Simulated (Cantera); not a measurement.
A perfectly stirred reactor is fed with CO : H2 : O2 : N2 = 1 : 0.079 : 0.49 : 1.84 (molar parts), at 0.670 bar; it is adiabatic with a 648 K inlet, and is followed from long to short residence time, starting on the burning branch (τ in s: 0.12, 0.038, 0.012, 0.0041, 0.0013, 0.00043, 0.00014, 4.6e-05, 1.5e-05, 4.8e-06).

Model: GRI-Mech 3.0 (53 species, 325 reactions), integrated in Cantera.

**Question.** What does this change do: CO 1 to 1.6 parts?

**Answer.** 
```
quantity                                                                       before                                after
------------------------------------------------  -----------------------------------  -----------------------------------
blow-out, bracketed by the residence times tried  burning at 0.140 ms, out at 46.0 µs  burning at 0.140 ms, out at 46.0 µs
x(CO) at τ = 0.120 s                                                           0.0846                                0.206
x(H2) at τ = 0.120 s                                                          0.00124                              0.00244
x(O2) at τ = 0.120 s                                                           0.0215                              0.00378
x(H) at τ = 0.120 s                                                           0.00123                              0.00181
x(OH) at τ = 0.120 s                                                          0.00442                              0.00256
x(CO) at τ = 0.430 ms                                                           0.154                                0.259
x(H2) at τ = 0.430 ms                                                         0.00252                              0.00235
x(O2) at τ = 0.430 ms                                                          0.0537                               0.0307
x(H) at τ = 0.430 ms                                                           0.0177                               0.0219
x(OH) at τ = 0.430 ms                                                         0.00400                              0.00288
```

**Question.** What does this change do: O2 0.49 to 0.64 parts?

**Answer.** 
```json
[
 {"quantity": "blow-out, bracketed by the residence times tried", "before": "burning at 0.140 ms, out at 46.0 µs", "after": "burning at 0.140 ms, out at 46.0 µs"},
 {"quantity": "x(CO) at τ = 0.120 s", "before": "0.0846", "after": "0.0606"},
 {"quantity": "x(H2) at τ = 0.120 s", "before": "0.00124", "after": "0.000790"},
 {"quantity": "x(O2) at τ = 0.120 s", "before": "0.0215", "after": "0.0545"},
 {"quantity": "x(H) at τ = 0.120 s", "before": "0.00123", "after": "0.00104"},
 {"quantity": "x(OH) at τ = 0.120 s", "before": "0.00442", "after": "0.00577"},
 {"quantity": "x(CO) at τ = 0.430 ms", "before": "0.154", "after": "0.131"},
 {"quantity": "x(H2) at τ = 0.430 ms", "before": "0.00252", "after": "0.00203"},
 {"quantity": "x(O2) at τ = 0.430 ms", "before": "0.0537", "after": "0.0844"},
 {"quantity": "x(H) at τ = 0.430 ms", "before": "0.0177", "after": "0.0143"},
 {"quantity": "x(OH) at τ = 0.430 ms", "before": "0.00400", "after": "0.00497"}
]
```
